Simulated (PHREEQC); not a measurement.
Solution (85 °C): 15 mmol/kgw MgCl2, 47 mmol/kgw Na2CO3 and 0.54 mmol/kgw MgSO4. Closed to the air; pH follows from the charge balance.

The numbers come from PHREEQC with the Pitzer model, pitzer.dat.

No solid was allowed to form.

Task: Predict the pH.

Result: pH 10.19.

Task: In which forms is C present?

Result: CO3-2 59 %, MgCO3 22 %, HCO3- 18 % of the C.

Saturation is exceeded, for instance for Magnesite (slow to form); the values hold only as long as no solid forms. Species that the database lacks are ignored. Away from 25 °C the constants follow the database's enthalpies or fits; those with neither stay at their 25 °C values.
